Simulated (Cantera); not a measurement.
Input: 1 mol Ta₂O₅, 0.45 mol C, 0.33 mol H₂, equilibrated at 0.270 Torr.

Cantera equilibrium calculation (NASA polynomials, part measured and part estimated; ideal gas, pure solids and liquids). Candidate condensed phases: C, C₆H₆, C₇H₈, C₈H₁₈, H₂O, Ta, TaC, Ta₂O₅; 113 gas species. Mutual solubility and eutectic melting of coexisting phases are not modelled. TaC: taken at fixed stoichiometry. Condensed phases not in the tables: Ta₂C. Rates play no part. All values below are at 1425 °C.

Base state: H₂ 0.502, CO 0.492, H 0.00540, H₂O 0.000297, CO₂ 8.54e-5 (mole fractions); condensed: TaC(s) + Ta₂O₅(s).

Problem. What changes in the equilibrium state with this change: pressure from 0.270 Torr to 10.0 Torr?

Solution. 
```tsv
species	before	after
H₂	0.502	0.505
CO	0.492	0.493
H	0.00540	0.000890
H₂O	0.000297	0.000840
CO₂	8.54e-5	0.000240
TaC(s), mol	0.129	0.129
Ta₂O₅(s), mol	0.936	0.936
```
